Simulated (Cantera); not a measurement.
An isothermal, constant-pressure homogeneous reactor starts with CH₄ : H₂O = 1 : 0.78 (molar parts), at 1900 K and 810000 Pa. Integrator tolerance rtol = 1e-08.

Model: GRI-Mech 3.0 (53 species, 325 reactions), integrated in Cantera.

Question: What does this change do: temperature 1900 to 1600 K?

Answer: 
```csv
quantity,before,after
x(CH₄) at 60.0 s,0.0205 (gas-phase equilibrium 0.0205),0.0655 (gas-phase equilibrium 0.0602)
x(H₂O) at 60.0 s,2.73e-5 (gas-phase equilibrium 2.79e-5),0.00535 (gas-phase equilibrium 0.000124)
x(CO) at 60.0 s,0.224 (gas-phase equilibrium 0.224),0.229 (gas-phase equilibrium 0.232)
x(CH₂CO) at 60.0 s,1.47e-6 (gas-phase equilibrium 1.48e-6),8.61e-7 (gas-phase equilibrium 7.92e-7)
x(HO₂) at 60.0 s,<1e-12 (gas-phase equilibrium <1e-12),<1e-12 (gas-phase equilibrium <1e-12)
```
